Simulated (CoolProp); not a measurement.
Normal hydrogen at 298.15 K and 0.103 MPa is compressed adiabatically to 0.562 MPa with isentropic efficiency 0.85. Each further row changes one setting.

Model: reference Helmholtz-energy equation of state, Leachman 2009, in CoolProp.

| case | work (kJ/kg) | final temperature (K) | final density (kg/m³) |
|---|---|---|---|
| as stated | 3160 | 516.7 | 0.263 |
| efficiency 1 | 2690 | 484.0 | 0.281 |
| efficiency 0.65 | 4140 | 583.7 | 0.233 |
